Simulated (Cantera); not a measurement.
An isothermal, constant-pressure homogeneous reactor starts with H2 : O2 : N2 = 0.8 : 1 : 4.4 (molar parts), at 1075 K and 0.160 bar.

Model: the H2/O2 subset of GRI-Mech 3.0, which has no nitrogen chemistry, integrated in Cantera. The temperature is held fixed by assumption; the heat of reaction is taken as removed at once.

x: mole fraction; the columns are a selection and need not sum to one.

```
t (s)         x H2   x O2       x H      x H2O2    x HO2
--------  --------  -----  --------  ----------  -------
0.000200     0.129  0.161   1.37e-7    2.57e-11  1.44e-8
0.000678    0.0549  0.129    0.0342  (withheld)  1.77e-5
0.00230    0.00114  0.104  0.000441  (withheld)  1.47e-5
0.00779    9.03e-5  0.103   5.30e-6  (withheld)  3.47e-6
0.0264     7.50e-6  0.103   1.78e-7  (withheld)  4.84e-7
0.0894     5.99e-7  0.103   9.74e-9  (withheld)  7.25e-8
0.303      8.34e-8  0.103  9.21e-10  (withheld)  1.53e-8
1.03       1.88e-8  0.103  1.19e-10  (withheld)  4.11e-9
3.48       5.01e-9  0.103  1.77e-11    8.82e-10  1.50e-9
11.8       1.56e-9  0.103  3.17e-12    2.82e-10  1.07e-9
40.0      8.11e-10  0.103  1.14e-12    1.35e-10  1.21e-9
```

### Question
Some entries are withheld; supply them.

### Answer

- 0.000678, x H2O2: 1.13e-6
- 0.00230, x H2O2: 1.78e-6
- 0.00779, x H2O2: 6.52e-7
- 0.0264, x H2O2: 1.69e-7
- 0.0894, x H2O2: 4.03e-8
- 0.303, x H2O2: 1.05e-8
- 1.03, x H2O2: 2.97e-9
